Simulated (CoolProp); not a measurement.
C2F6 (R116) along the isobar 4420 kPa: density (kg/m³) from the reference equation and from simpler models built on Tc = 293.0 K, pc = 3048 kPa, ω = 0.257; each cubic takes its own stable root.

Model: reference Helmholtz-energy equation of state, Lemmon 2006, in CoolProp. It is a short technical equation, of lower accuracy than the large ones.

```csv
T (K),phase,reference,Redlich-Kwong,Soave-Redlich-Kwong
199.6,liquid,1605,1496,1543
214.6,liquid,1540,1427,1477
229.7,liquid,1470,1352,1402
244.7,liquid,1392,1268,1316
259.7,liquid,1305,1173,1215
274.7,liquid,___,1062,1092
289.8,liquid,1059,922.4,929.9
304.8,supercritical,799.7,726.9,683.3
319.8,supercritical,___,481.6,429.2
334.8,supercritical,345.1,___,335.9
349.9,supercritical,293.9,310.9,___
364.9,supercritical,261.6,___,257.0
379.9,supercritical,238.2,250.7,234.4
394.9,supercritical,220.2,231.3,216.9
410,supercritical,205.5,215.5,202.6
425,supercritical,193.4,202.5,190.7
```

Q: Complete the blanks.

A: 
- 274.7, reference: 1200
- 319.8, reference: 450.6
- 334.8, Redlich-Kwong: 366.7
- 349.9, Soave-Redlich-Kwong: 287.9
- 364.9, Redlich-Kwong: 275.8
